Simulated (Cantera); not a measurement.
A perfectly stirred reactor is fed with 13.5 % CO, 6.89 % H₂, 8.50 % O₂, 64.6 % N₂, 6.49 % H₂O, at 4.00 bar; it is adiabatic with a 823 K inlet, and is followed from long to short residence time, starting on the burning branch (τ in s: 0.26, 0.074, 0.021, 0.0062, 0.0018, 0.00052, 0.00015, 4.3e-05, 1.2e-05, 3.6e-06).

Model: GRI-Mech 3.0 (53 species, 325 reactions), integrated in Cantera. The hydrogen kinetics of GRI-Mech 3.0 are dated; newer H2 mechanisms differ, most at raised pressure.

Q: Predict: blow-out, bracketed by the residence times tried; x(CO) at τ = 0.260 s; x(H₂) at τ = 0.260 s; x(O₂) at τ = 0.260 s; x(H₂O) at τ = 0.260 s; x(CO₂) at τ = 0.260 s; x(CO) at τ = 0.520 ms; x(H₂) at τ = 0.520 ms; x(O₂) at τ = 0.520 ms; x(H₂O) at τ = 0.520 ms; x(CO₂) at τ = 0.520 ms.

A: 
```json
{
 "blow_out_bracketed_by_the_residence_times_tried": "burning at 43.0 µs, out at 12.0 µs",
 "x(CO) at τ = 0.260 s": "0.0305",
 "x(H₂) at τ = 0.260 s": "0.00726",
 "x(O₂) at τ = 0.260 s": "0.000119",
 "x(H₂O) at τ = 0.260 s": "0.139",
 "x(CO₂) at τ = 0.260 s": "0.117",
 "x(CO) at τ = 0.520 ms": "0.0402",
 "x(H₂) at τ = 0.520 ms": "0.0100",
 "x(O₂) at τ = 0.520 ms": "0.00602",
 "x(H₂O) at τ = 0.520 ms": "0.131",
 "x(CO₂) at τ = 0.520 ms": "0.106"
}
```
